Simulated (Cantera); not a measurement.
CH3OH + H2 (carbon deposition, reforming and gasification)

Charge: 1 mol CH3OH, 1.7 mol H2, held at 133 Pa.

Equilibrium computed with Cantera from the NASA thermochemical tables; the gas is ideal and each condensed phase is pure. Candidate condensed phases: C, C6H6, C7H8, C8H18, H2O; 110 gas species. The numbers say what is thermodynamically allowed, not how fast it happens.

From 775 K to 1000 K the condensed part is C(graphite). From 1075 K to 1675 K nothing is condensed. The main C-bearing gas is CO throughout.

| T (K) | x H2 | x CO | x CO2 | x H2O | x H | x CH4 | n C(graphite) |
|---|---|---|---|---|---|---|---|
| 775 | 0.792 | 0.187 | 0.0106 | 0.00891 | 2.42e-11 | 0.00171 | 0.0821 |
| 850 | 0.787 | 0.209 | 0.00126 | 0.00155 | 4.98e-10 | 0.000514 | 0.0108 |
| 925 | 0.787 | 0.212 | 0.000181 | 0.000331 | 6.33e-9 | 0.000187 | 0.00152 |
| 1000 | 0.787 | 0.213 | 3.42e-5 | 8.82e-5 | 5.51e-8 | 7.89e-5 | 0.000205 |
| 1075 | 0.787 | 0.213 | 8.30e-6 | 2.85e-5 | 3.57e-7 | 3.68e-5 | 0 |
| 1150 | 0.787 | 0.213 | 2.92e-6 | 1.29e-5 | 1.81e-6 | 1.57e-5 | 0 |
| 1225 | 0.787 | 0.213 | 1.18e-6 | 6.39e-6 | 7.57e-6 | 7.45e-6 | 0 |
| 1300 | 0.787 | 0.213 | 5.40e-7 | 3.52e-6 | 2.69e-5 | 3.76e-6 | 0 |
| 1375 | 0.787 | 0.213 | 2.90e-7 | 2.22e-6 | 8.33e-5 | 1.90e-6 | 0 |
| 1450 | 0.787 | 0.213 | 1.86e-7 | 1.64e-6 | 0.000230 | 9.28e-7 | 0 |
| 1525 | 0.787 | 0.213 | 1.37e-7 | 1.36e-6 | 0.000575 | 4.43e-7 | 0 |
| 1600 | 0.786 | 0.213 | 1.10e-7 | 1.22e-6 | 0.00132 | 2.15e-7 | 0 |
| 1675 | 0.785 | 0.212 | 9.19e-8 | 1.12e-6 | 0.00282 | 1.09e-7 | 0 |
x: gas mole fraction; n: condensed amount in mol.
